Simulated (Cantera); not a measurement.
Standard-state values (1 bar) from the NASA 1993 polynomials, evaluated with Cantera. Values are per mole of reaction as written; species without (g) are pure solids or liquids, kept so even where they would boil at 1 bar.

3 PbO(g) = O3(g) + 3 Pb

```tsv
T (K)	ΔH° (kJ)	ΔS° (J/K)	ΔG° (kJ)	log10 K
1773	-8.4	-208.9	362.0	-10.66
1973	(withheld)	(withheld)	(withheld)	(withheld)
2173	7.7	-200.8	443.9	-10.67
2373	(withheld)	(withheld)	(withheld)	(withheld)
2573	(withheld)	(withheld)	(withheld)	(withheld)
```

Task: Complete the blanks.

Result: 
- 1973, ΔH° (kJ): -0.8
- 1973, ΔS° (J/K): -204.9
- 1973, ΔG° (kJ): 403.4
- 1973, log10 K: -10.68
- 2373, ΔH° (kJ): 17.3
- 2373, ΔS° (J/K): -196.5
- 2373, ΔG° (kJ): 483.7
- 2373, log10 K: -10.65
- 2573, ΔH° (kJ): 28.0
- 2573, ΔS° (J/K): -192.2
- 2573, ΔG° (kJ): 522.5
- 2573, log10 K: -10.61
